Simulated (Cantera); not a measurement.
# Gas-phase reforming

An isothermal, constant-pressure homogeneous reactor starts with CH4 : H2O = 1 : 4.9 (molar parts), at 1473 K and 750 Torr.

Cantera simulation using GRI-Mech 3.0 (53 species, 325 reactions); the numbers are that mechanism's predictions, not measurements.

```
t (s)       x CH4  x H2O       x O   x CH2CO     x C2H    x C2H2      x O2
--------  -------  -----  --------  --------  --------  --------  --------
0.000200    0.169  0.830  1.93e-12    <1e-12    <1e-12  2.97e-10    <1e-12
0.000796    0.169  0.830  5.92e-12  1.64e-12    <1e-12   4.67e-8    <1e-12
0.00317     0.169  0.830  1.26e-11  5.40e-10    <1e-12   3.17e-6  1.26e-12
0.0126      0.166  0.829  2.29e-11   1.33e-7  1.08e-11  0.000191  1.44e-11
0.0502      0.155  0.822  1.87e-11   5.53e-6  2.00e-10   0.00361  6.40e-11
0.200       0.125  0.797  9.95e-12   2.24e-5  8.12e-10    0.0165  5.66e-11
0.796      0.0751  0.745  5.45e-12   3.33e-5   1.49e-9    0.0329  1.25e-11
3.17       0.0415  0.656  4.49e-12   2.16e-5   1.25e-9    0.0300  5.71e-12
12.6       0.0293  0.553  4.50e-12   5.29e-6  3.70e-10    0.0105  3.55e-12
50.2       0.0127  0.485  4.35e-12   5.51e-7  4.22e-11   0.00131  2.55e-12
200       0.00234  0.460  4.06e-12   2.06e-8  1.17e-12   3.75e-5  2.12e-12
```
x: mole fraction; the columns are a selection and need not sum to one.

Equilibrium at this temperature and pressure: CH4 8.50e-8, H2O 0.455, O 4.03e-12, CH2CO <1e-12, C2H <1e-12, C2H2 <1e-12, O2 2.06e-12 (gas phase only).
